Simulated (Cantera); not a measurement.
A freely propagating, adiabatic, planar premixed flame of 9.78 % CH4, 7.14 % CO, 16.5 % O2, 62.1 % N2, 4.40 % CO2, unburnt at 425 K and 4050 Torr; mixture-averaged transport, grid criteria slope 0.08 and curve 0.16, no radiation.

Computed with Cantera and GRI-Mech 3.0 (53 species, 325 reactions). Burning velocities carry a grid error of a few per cent, more on coarse grids.

x: mole fraction of selected species; z is measured from the peak of heat release.

| z (mm) | T (K) | u (m/s) | x CH4 | x CO | x O2 | x NO | x C2H6 | x C2H2 |
|---|---|---|---|---|---|---|---|---|
| -0.777 | 426 | 0.141 | 0.0976 | 0.0713 | 0.165 | <1e-8 | 4.33e-8 | 3.59e-8 |
| -0.518 | 436 | 0.145 | 0.0966 | 0.0711 | 0.164 | <1e-8 | 1.67e-6 | 1.07e-6 |
| -0.388 | 468 | 0.156 | 0.0941 | 0.0713 | 0.161 | 1.50e-8 | 1.02e-5 | 5.76e-6 |
| -0.259 | ___ | 0.209 | 0.0844 | 0.0731 | 0.149 | 1.79e-7 | 8.50e-5 | 3.99e-5 |
| -0.129 | ___ | 0.380 | 0.0531 | 0.0831 | 0.102 | 3.50e-6 | 0.000578 | 0.000229 |
| -0.0647 | ___ | 0.515 | 0.0276 | 0.0932 | 0.0606 | 8.57e-6 | 0.000804 | 0.000480 |
| 0 | 1847 | 0.634 | 0.00669 | 0.102 | 0.0207 | 1.50e-5 | 0.000131 | 0.000875 |
| 0.0647 | 1987 | 0.680 | 0.000931 | 0.101 | 0.00422 | 2.47e-5 | 3.15e-6 | 0.000447 |
| 0.129 | 2020 | 0.690 | 0.000171 | 0.0991 | 0.000827 | 3.22e-5 | 1.06e-7 | 0.000154 |
| 0.259 | 2034 | 0.694 | 1.83e-5 | 0.0977 | 6.65e-5 | 3.90e-5 | <1e-8 | 3.24e-5 |
| 0.518 | 2040 | 0.696 | 2.12e-6 | 0.0976 | 8.15e-6 | 4.34e-5 | <1e-8 | 5.44e-6 |
| 1.04 | 2044 | 0.697 | 3.86e-7 | 0.0977 | 2.31e-6 | 4.56e-5 | <1e-8 | 9.05e-7 |
| 2.07 | 2045 | 0.698 | 7.05e-8 | 0.0977 | 1.03e-6 | 4.65e-5 | <1e-8 | 1.28e-7 |

**Question.** What belongs in the gaps?

**Answer.** 
- -0.259, T (K): 620
- -0.129, T (K): 1114
- -0.0647, T (K): 1503
